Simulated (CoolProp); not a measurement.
A simple Rankine cycle with n-octane: condensing at 310.15 K, boiler at 1.9 MPa, turbine inlet 554.5 K, turbine efficiency 0.7, pump efficiency 0.8, no recuperator. Each further row changes one setting.

Values from CoolProp's reference Helmholtz-energy equation of state, Beckmüller 2019.

```tsv
case	thermal efficiency (%)	net work (kJ/kg)	heat in (kJ/kg)	turbine exit temperature (K)	volume ratio over the turbine
as stated	17.2	142	828	470.3	795
turbine inlet 574.5 K	16.9	152	897	494.9	690
condensing temperature 302.15 K	17.9	152	846	466.3	1200
boiler pressure 1.33 MPa	16.5	142	860	483.6	436
turbine efficiency 0.6	14.7	121	828	478.9	810
```
